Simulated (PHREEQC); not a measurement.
Consider water at 25 °C with 0.0024 mol ZnCl2, 0.00024 mol H3BO3 and 5.4e-05 mol MnSO4 per kg of water. Closed to the air; pH follows from the charge balance.

Computed with PHREEQC (ion-association model, phreeqc.dat).

Question: The ionic strength comes out as 0.00732 mol/kgw. What activity coefficients do Mn+2, ZnCl+, Zn+2, Cl-, ZnOH+ get?

Answer: Mn+2 0.71, ZnCl+ 0.91, Zn+2 0.70, Cl- 0.91, ZnOH+ 0.91.

Precipitation was switched off in this run.
